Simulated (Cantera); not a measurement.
An isothermal, constant-pressure homogeneous reactor starts with 9.09 % H2, 90.9 % O2, at 925 K and 1400 Pa.

Model: GRI-Mech 3.0 (53 species, 325 reactions), integrated in Cantera. Radical loss at walls, strong at low pressure, is not modelled. Below about 950 K walls govern HO2 and H2O2 in real vessels. The temperature is held fixed by assumption; the heat of reaction is taken as removed at once.

x: mole fraction; the columns are a selection and need not sum to one.

| t (s) | x H2 | x O2 | x OH | x H2O | x O | x H2O2 | x HO2 |
|---|---|---|---|---|---|---|---|
| 3.00e-6 | 0.0909 | 0.909 | <1e-12 | <1e-12 | <1e-12 | <1e-12 | <1e-12 |
| 9.49e-6 | 0.0909 | 0.909 | <1e-12 | <1e-12 | <1e-12 | <1e-12 | <1e-12 |
| 3.00e-5 | 0.0909 | 0.909 | <1e-12 | <1e-12 | <1e-12 | <1e-12 | 2.75e-12 |
| 9.49e-5 | 0.0909 | 0.909 | 1.07e-12 | <1e-12 | 1.49e-12 | <1e-12 | 8.73e-12 |
| 0.000300 | 0.0909 | 0.909 | 6.37e-12 | 1.25e-11 | 1.30e-11 | <1e-12 | 2.80e-11 |
| 0.000949 | 0.0909 | 0.909 | 6.57e-11 | 3.12e-10 | 1.74e-10 | <1e-12 | 9.60e-11 |
| 0.00300 | 0.0909 | 0.909 | 1.96e-8 | 1.19e-7 | 5.37e-8 | <1e-12 | 3.48e-9 |
| 0.00949 | 0.0198 | 0.880 | 0.00310 | 0.0575 | 0.0143 | 3.44e-7 | 1.26e-5 |
| 0.0300 | 0.000621 | 0.902 | 0.000528 | 0.0939 | 0.00199 | 2.27e-7 | 9.11e-6 |
| 0.0949 | 6.27e-5 | 0.905 | 0.000115 | 0.0951 | 0.000161 | 1.27e-7 | 2.55e-6 |
| 0.300 | 7.52e-6 | 0.905 | 3.84e-5 | 0.0952 | 1.76e-5 | 5.98e-8 | 5.29e-7 |
| 0.949 | 7.51e-7 | 0.905 | 1.49e-5 | 0.0952 | 2.54e-6 | 2.40e-8 | 9.81e-8 |
| 3.00 | 6.40e-8 | 0.905 | 6.49e-6 | 0.0952 | 4.78e-7 | 9.26e-9 | 2.03e-8 |
| 9.49 | (withheld) | 0.905 | (withheld) | 0.0952 | (withheld) | (withheld) | (withheld) |
| 30.0 | 1.99e-9 | 0.905 | 1.62e-6 | 0.0952 | 3.01e-8 | 1.42e-9 | 1.41e-9 |

Problem. What belongs in the gaps?

Solution. 
- 9.49, x H2: 8.73e-9
- 9.49, x OH: 3.14e-6
- 9.49, x O: 1.12e-7
- 9.49, x H2O2: 3.63e-9
- 9.49, x HO2: 5.02e-9
